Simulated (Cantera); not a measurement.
Feed: 1 mol C2F6, 2.7 mol F2, held at 180 Pa.

Cantera equilibrium calculation (NASA polynomials, part measured and part estimated; ideal gas, pure solids and liquids). Candidate condensed phases: C; 13 gas species. The feed counts by its element totals alone. The numbers say what is thermodynamically allowed, not how fast it happens.

x: gas mole fraction; n: condensed amount in mol.

| T (K) | x F | x C | x CF | x CF2 | x C3 | x C2 | n C(graphite) |
|---|---|---|---|---|---|---|---|
| 2775 | 0.892 | 0.00278 | 0.0621 | 0.0286 | 0.0129 | 0.00125 | 0.476 |
| 2825 | 0.879 | 0.00480 | 0.0690 | 0.0209 | 0.0238 | 0.00233 | 0.0162 |
| 2875 | 0.884 | 0.00687 | 0.0658 | 0.0136 | 0.0259 | 0.00304 | 0 |
| 2925 | 0.889 | 0.00957 | 0.0619 | 0.00887 | 0.0269 | 0.00381 | 0 |
| 2975 | 0.891 | ___ | 0.0577 | ___ | 0.0272 | ___ | 0 |
| 3025 | 0.893 | 0.0175 | 0.0535 | 0.00377 | 0.0269 | 0.00557 | 0 |
| 3075 | 0.893 | 0.0231 | 0.0492 | 0.00247 | 0.0259 | 0.00652 | 0 |
| 3125 | 0.892 | 0.0299 | 0.0449 | 0.00163 | 0.0243 | 0.00746 | 0 |
| 3175 | 0.890 | 0.0381 | 0.0406 | 0.00107 | 0.0222 | 0.00833 | 0 |
| 3225 | 0.887 | 0.0475 | 0.0364 | 0.000702 | 0.0197 | 0.00906 | 0 |
| 3275 | 0.883 | 0.0581 | 0.0323 | 0.000460 | 0.0168 | 0.00957 | 0 |
| 3325 | 0.878 | ___ | ___ | ___ | ___ | 0.00979 | 0 |
| 3375 | 0.874 | 0.0814 | 0.0244 | 0.000194 | 0.0107 | 0.00965 | 0 |
| 3425 | 0.869 | 0.0930 | 0.0207 | 0.000125 | 0.00797 | 0.00916 | 0 |

### Question
Fill in the missing entries.

### Answer

- 2975, x C: 0.0131
- 2975, x CF2: 0.00578
- 2975, x C2: 0.00466
- 3325, x C: 0.0696
- 3325, x CF: 0.0283
- 3325, x CF2: 0.000300
- 3325, x C3: 0.0138
